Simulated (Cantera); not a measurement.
Cantera run, input and output.

```python
import numpy as np
import cantera as ct

gas = ct.Solution("gri30.yaml")
gas.TPX = 1675, 29000, {'CO': 1, 'H2': 0.74, 'CH4': 0.2, 'O2': 0.609, 'N2': 2.29}
reactor = ct.IdealGasConstPressureReactor(gas, energy="on", clone=False)
net = ct.ReactorNet([reactor])
net.rtol, net.atol = 1e-08, 1e-16
show = ['CO', 'H2', 'CH4', 'CH2O', 'N2O', 'CH2CO', 'OH']
times = np.geomspace(2e-06, 2, 15)

steps = ct.SolutionArray(gas, extra=["t"])
rows = []
print(f"{'t/s':>10s}{'T/K':>9s}{'P/Pa':>11s}" + "".join(f"{s:>11s}" for s in show))
for t in times:
    while net.time < t:
        t_next = net.step()
        steps.append(gas.state, t=t_next)
    rows.append([np.interp(t, steps.t, y) for y in (steps.T, steps.P, *steps(*show).X.T)])
    print(f"{t:10.3e}{rows[-1][0]:9.1f}{rows[-1][1]:11.4g}" + "".join(f"{x:11.3e}" for x in rows[-1][2:]))
rate = np.gradient(steps.T, steps.t)
print("integrator steps:", len(steps.t))
if steps.T.max() > steps.T[0] + 200:
    print(f"time of steepest temperature rise: {steps.t[rate.argmax()]:.4e} s")
gas.TPX = 1675, 29000, {'CO': 1, 'H2': 0.74, 'CH4': 0.2, 'O2': 0.609, 'N2': 2.29}
gas.equilibrate("HP")
print(f"equilibrium (HP): T = {gas.T:.1f} K  " + "  ".join(f"{s} {gas[s].X[0]:.3e}" for s in show))
```

It prints:

```
       t/s      T/K       P/Pa         CO         H2        CH4       CH2O        N2O      CH2CO         OH
 2.000e-06   1675.0    2.9e+04  2.067e-01  1.529e-01  4.133e-02  9.945e-10  4.048e-13  2.810e-12  1.334e-07
 5.365e-06   1675.0    2.9e+04  2.067e-01  1.529e-01  4.133e-02  1.357e-08  1.926e-12  3.581e-11  4.620e-07
 1.439e-05   1675.0    2.9e+04  2.066e-01  1.529e-01  4.130e-02  2.691e-07  1.042e-11  6.516e-10  2.361e-06
 3.861e-05   1676.1    2.9e+04  2.066e-01  1.521e-01  4.049e-02  2.991e-05  9.348e-11  5.142e-08  6.239e-05
 1.036e-04   2283.5    2.9e+04  1.950e-01  7.254e-02  3.654e-15  6.359e-10  8.849e-09  3.591e-17  1.747e-02
 2.779e-04   2366.6    2.9e+04  1.931e-01  7.529e-02  3.698e-15  7.237e-10  1.051e-08  2.490e-17  1.758e-02
 7.455e-04   2507.9    2.9e+04  1.961e-01  7.672e-02  7.199e-15  9.482e-10  1.815e-08  7.548e-17  1.735e-02
 2.000e-03   2666.4    2.9e+04  1.989e-01  7.802e-02  3.492e-14  1.462e-09  4.004e-08  4.199e-16  1.567e-02
 5.365e-03   2717.4    2.9e+04  2.000e-01  7.884e-02  7.799e-14  1.828e-09  5.791e-08  8.827e-16  1.444e-02
 1.439e-02   2716.1    2.9e+04  2.002e-01  7.921e-02  8.117e-14  1.847e-09  6.476e-08  9.076e-16  1.421e-02
 3.861e-02   2715.9    2.9e+04  2.002e-01  7.924e-02  8.129e-14  1.848e-09  6.530e-08  9.083e-16  1.420e-02
 1.036e-01   2715.9    2.9e+04  2.002e-01  7.924e-02  8.129e-14  1.848e-09  6.531e-08  9.083e-16  1.420e-02
 2.779e-01   2715.9    2.9e+04  2.002e-01  7.924e-02  8.129e-14  1.848e-09  6.531e-08  9.083e-16  1.420e-02
 7.455e-01   2715.9    2.9e+04  2.002e-01  7.924e-02  8.129e-14  1.848e-09  6.531e-08  9.083e-16  1.420e-02
 2.000e+00   2715.9    2.9e+04  2.002e-01  7.924e-02  8.129e-14  1.848e-09  6.531e-08  9.083e-16  1.420e-02
integrator steps: 1476
time of steepest temperature rise: 7.6066e-05 s
equilibrium (HP): T = 2715.9 K  CO 2.002e-01  H2 7.924e-02  CH4 9.844e-14  CH2O 1.848e-09  N2O 6.531e-08  CH2CO 9.846e-16  OH 1.420e-02
```

Detailed kinetics in Cantera: GRI-Mech 3.0 (53 species, 325 reactions).
